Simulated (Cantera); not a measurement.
# Premixed flame

A freely propagating, adiabatic, planar premixed flame of 40.5 % H2, 10.6 % O2, 44.9 % N2, 3.93 % H2O, unburnt at 400 K and 0.820 bar; mixture-averaged transport, grid criteria slope 0.08 and curve 0.16, no radiation.

Cantera simulation using the H2/O2 subset of GRI-Mech 3.0, which has no nitrogen chemistry; the numbers are that mechanism's predictions, not measurements. Burning velocities carry a grid error of a few per cent, more on coarse grids.

```csv
z (mm),T (K),u (m/s),x H2,x O2,x H2O,x HO2,x O,x H2O2
-1.39,400,3.89,0.405,0.106,0.0393,<1e-8,<1e-8,<1e-8
-0.930,400,3.89,0.405,0.106,0.0393,<1e-8,<1e-8,<1e-8
-0.697,400,3.89,0.405,0.106,0.0393,<1e-8,<1e-8,<1e-8
-0.465,400,3.89,0.405,0.107,0.0393,1.80e-7,<1e-8,<1e-8
-0.232,425,4.10,0.399,0.107,0.0403,0.000186,3.31e-6,1.07e-5
-0.116,682,6.41,0.367,0.101,0.0616,0.000241,0.000152,5.02e-5
0,1067,9.76,0.298,0.0754,0.122,8.61e-5,0.00148,5.62e-6
0.116,1340,12.1,0.222,0.0327,0.205,3.11e-5,0.00284,1.23e-6
0.232,1476,13.3,0.187,0.00925,0.250,8.34e-6,0.00192,7.77e-7
0.465,1589,14.2,0.180,0.00116,0.267,9.98e-7,0.00100,4.93e-7
0.930,1692,15.1,0.187,0.000452,0.271,3.91e-7,0.000687,3.01e-7
1.86,1789,15.8,0.195,0.000259,0.274,2.28e-7,0.000410,1.60e-7
3.72,1869,16.4,0.201,0.000124,0.277,1.18e-7,0.000203,7.73e-8
```
x: mole fraction of selected species; z is measured from the peak of heat release.

```yaml
laminar_burning_velocity: 389 cm/s
thermal_thickness: 0.465 mm
peak x(HO2): 0.000390
peak x(O): 0.00284
peak x(H2O2): 5.37e-5
grid_points: 119
```
